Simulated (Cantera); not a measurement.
**Pyrogenic steam for wet oxidation**

An isothermal, constant-pressure homogeneous reactor starts with 42.0 % H2, 23.3 % O2, 32.6 % N2, 2.08 % H2O, equivalence ratio 0.90, at 925 K and 0.430 bar.

Model: the H2/O2 subset of GRI-Mech 3.0, which has no nitrogen chemistry, integrated in Cantera. Below about 950 K walls govern HO2 and H2O2 in real vessels. The temperature is held fixed by assumption; the heat of reaction is taken as removed at once.

| t (s) | x H2 | x O2 | x H2O | x HO2 | x O | x H2O2 | x OH |
|---|---|---|---|---|---|---|---|
| 0.000500 | 0.420 | 0.233 | 0.0208 | 2.38e-7 | 4.98e-9 | 1.12e-9 | 1.32e-9 |
| 0.00103 | 0.419 | 0.233 | 0.0209 | 6.59e-5 | 3.27e-6 | 1.41e-6 | 1.46e-6 |
| 0.00213 | 0.247 | 0.149 | 0.241 | 0.000112 | 3.34e-8 | 7.61e-5 | 2.61e-8 |
| 0.00440 | 0.247 | 0.149 | 0.241 | 3.86e-5 | 1.56e-8 | 0.000121 | 1.01e-8 |
| 0.00909 | 0.247 | 0.149 | 0.241 | 3.05e-5 | 1.61e-8 | 0.000138 | 1.02e-8 |
| 0.0188 | 0.247 | 0.149 | 0.241 | 3.29e-5 | 1.92e-8 | 0.000167 | 1.25e-8 |
| 0.0387 | 0.247 | 0.149 | 0.242 | 3.87e-5 | 2.70e-8 | 0.000237 | 1.84e-8 |
| 0.0800 | 0.245 | 0.148 | 0.243 | 4.98e-5 | 4.66e-8 | 0.000414 | 3.46e-8 |
| 0.165 | 0.239 | 0.145 | 0.251 | 6.37e-5 | 8.10e-8 | 0.000734 | 6.80e-8 |
| 0.341 | 0.222 | 0.137 | 0.273 | 6.71e-5 | 9.19e-8 | 0.000857 | 8.47e-8 |
| 0.704 | 0.190 | 0.121 | 0.314 | 6.20e-5 | 8.01e-8 | 0.000740 | 8.07e-8 |
| 1.45 | 0.139 | 0.0966 | 0.379 | 5.26e-5 | 6.54e-8 | 0.000530 | 7.51e-8 |
| 3.00 | 0.0757 | 0.0661 | 0.460 | 3.85e-5 | 5.16e-8 | 0.000278 | 7.06e-8 |
x: mole fraction; the columns are a selection and need not sum to one.

Equilibrium at this temperature and pressure: H2 3.89e-11, O2 0.0295, H2O 0.557, HO2 1.12e-10, O 3.53e-12, H2O2 6.27e-11, OH 4.22e-8 (gas phase only).
